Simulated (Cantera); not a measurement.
Charge: 1 mol Fe2O3, 0.072 mol SO3, 0.32 mol H2O, at 1548.15 K and 10.0 mbar.

Method: chemical equilibrium by Gibbs-energy minimisation in Cantera with the NASA 1993 tables (ideal gas, pure condensed phases). Candidate condensed phases: Fe, FeO, Fe(OH)2, Fe(OH)3, FeS, FeSO4, FeS2, Fe2O3, Fe2(SO4)3, Fe3O4, H2O, H2SO4, S; 22 gas species. Equilibrium is a limit: real reactors are often held back by kinetics, nucleation or transport.

Base state: H2O 0.537, O2 0.340, SO2 0.121, OH 0.000971, SO3 0.000208, O 4.46e-5, H2 3.25e-5 (mole fractions); condensed: Fe3O4(s).

### Question
What changes in the equilibrium state with this change: temperature from 1548.15 K to 950 K?

### Answer
| species | before | after |
|---|---|---|
| H2O | 0.537 | 0.753 |
| SO2 | 0.121 | 0.155 |
| O2 | 0.340 | 0.0775 |
| SO3 | 0.000208 | 0.0145 |
| O | 4.46e-5 | <1e-9 |
| H2 | 3.25e-5 | <1e-9 |
| OH | 0.000971 | 2.78e-7 |
| Fe3O4(s), mol | 0.667 | 0 |
| Fe2O3(s), mol | 0 | 1.00 |
